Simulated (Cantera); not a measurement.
Charge: 1 mol Si, 4.8 mol H2O, 140 mol H2, 0.11 mol O2, at 1450 K and 31.5 Torr.

Equilibrium computed with Cantera from the NASA thermochemical tables; the gas is ideal and each condensed phase is pure. Candidate condensed phases: H2O, Si, SiO2; 18 gas species. The tables hold silica as quartz up to 1696 K and as liquid above; real silica turns to tridymite and cristobalite and melts near 1996 K. Kinetics and transport are ignored.

Base state: H2 0.979, H2O 0.0209, H 4.57e-5 (mole fractions); condensed: SiO2(β-quartz).

**Question.** What changes in the equilibrium state with this change: H2O from 4.8 to 0.014 mol?

**Answer.** 
| species | before | after |
|---|---|---|
| H2 | 0.979 | 0.998 |
| SiO | 4.29e-7 | 0.00167 |
| H | 4.57e-5 | 4.61e-5 |
| H2O | 0.0209 | 6.58e-7 |
| SiO2(β-quartz), mol | 1.000 | 0 |
| Si(s), mol | 0 | 0.766 |
